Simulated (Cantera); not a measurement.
Feed: 1 mol PbS, 59 mol H2.

Equilibrium computed with Cantera from the NASA thermochemical tables; the gas is ideal and each condensed phase is pure. Candidate condensed phases: Pb, PbS, S; 10 gas species. Rates play no part.

What condenses at these points (T in °C, P in Pa): (575, 750); (575, 56000); (775, 180); (1275, 750); (1075, 1000000); (1075, 3200)?


```json
[
 {"T (°C)": "575", "P in Pa": "750", "condensed phases": "Pb + PbS", "Pb condensed (%)": "99.2"},
 {"T (°C)": "575", "P in Pa": "56000", "condensed phases": "Pb + PbS", "Pb condensed (%)": "100.0"},
 {"T (°C)": "775", "P in Pa": "180", "condensed phases": "gas only", "Pb condensed (%)": "0.0"},
 {"T (°C)": "1275", "P in Pa": "750", "condensed phases": "gas only", "Pb condensed (%)": "0.0"},
 {"T (°C)": "1075", "P in Pa": "1000000", "condensed phases": "Pb", "Pb condensed (%)": "92.8"},
 {"T (°C)": "1075", "P in Pa": "3200", "condensed phases": "gas only", "Pb condensed (%)": "0.0"}
]
```
